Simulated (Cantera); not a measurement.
An adiabatic, constant-pressure homogeneous reactor starts with CH4 : CO : O2 : N2 = 1 : 0.23 : 3.78 : 14.2 (molar parts), at 1400 K and 1.01 bar.

Model: GRI-Mech 3.0 (53 species, 325 reactions), integrated in Cantera.

**Question.** Predict: time of steepest temperature rise; temperature at 6.00 s; equilibrium temperature; x(CO) at 6.00 s; x(O2) at 6.00 s; x(OH) at 6.00 s.

**Answer.** 
```json
{
  "time_of_steepest_temperature_rise": "2.61 ms",
  "temperature at 6.00 s": "2429 K",
  "equilibrium_temperature": "2429 K",
  "x(CO) at 6.00 s": "0.00518 (gas-phase equilibrium 0.00518)",
  "x(O2) at 6.00 s": "0.0803 (gas-phase equilibrium 0.0803)",
  "x(OH) at 6.00 s": "0.00894 (gas-phase equilibrium 0.00894)"
}
```
